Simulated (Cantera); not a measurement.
A perfectly stirred reactor is fed with H2 : O2 : N2 = 0.49 : 1 : 0.95 (molar parts), equivalence ratio 0.24, at 99000 Pa; it is held at 1100 K, and followed from long to short residence time.

Cantera simulation using the H2/O2 subset of GRI-Mech 3.0, which has no nitrogen chemistry; the numbers are that mechanism's predictions, not measurements. The temperature is held fixed by assumption; the heat of reaction is taken as removed at once.

Question: Predict: x(H2) at τ = 2.30 s; x(O2) at τ = 2.30 s; x(H2O) at τ = 2.30 s; x(H2O2) at τ = 2.30 s; x(HO2) at τ = 2.30 s; x(H2) at τ = 45.0 ms; x(O2) at τ = 45.0 ms; x(H2O) at τ = 45.0 ms; x(H2O2) at τ = 45.0 ms; x(HO2) at τ = 45.0 ms.

Answer: 
```json
{
  "x(H2) at τ = 2.30 s": "0.000985",
  "x(O2) at τ = 2.30 s": "0.344",
  "x(H2O) at τ = 2.30 s": "0.222",
  "x(H2O2) at τ = 2.30 s": "6.95e-6",
  "x(HO2) at τ = 2.30 s": "2.42e-5",
  "x(H2) at τ = 45.0 ms": "0.0115",
  "x(O2) at τ = 45.0 ms": "0.348",
  "x(H2O) at τ = 45.0 ms": "0.210",
  "x(H2O2) at τ = 45.0 ms": "0.000169",
  "x(HO2) at τ = 45.0 ms": "0.000151"
}
```
